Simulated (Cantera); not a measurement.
An adiabatic, constant-pressure homogeneous reactor starts with 5.02 % CO, 2.76 % H₂, 1.20 % CH₄, 19.1 % O₂, 71.8 % N₂, 0.156 % C₂H₆, at 1525 K and 150000 Pa.

Cantera simulation using GRI-Mech 3.0 (53 species, 325 reactions); the numbers are that mechanism's predictions, not measurements.

Problem. Predict: time of steepest temperature rise; temperature at 2.00 s; equilibrium temperature; x(CO) at 2.00 s; x(H₂) at 2.00 s; x(O) at 2.00 s; x(H) at 2.00 s.

Solution. 
- time of steepest temperature rise: 23.8 µs
- temperature at 2.00 s: 2332 K
- equilibrium temperature: 2332 K
- x(CO) at 2.00 s: 0.00220 (gas-phase equilibrium 0.00220)
- x(H₂) at 2.00 s: 0.000328 (gas-phase equilibrium 0.000328)
- x(O) at 2.00 s: 0.00170 (gas-phase equilibrium 0.00170)
- x(H) at 2.00 s: 0.000170 (gas-phase equilibrium 0.000170)
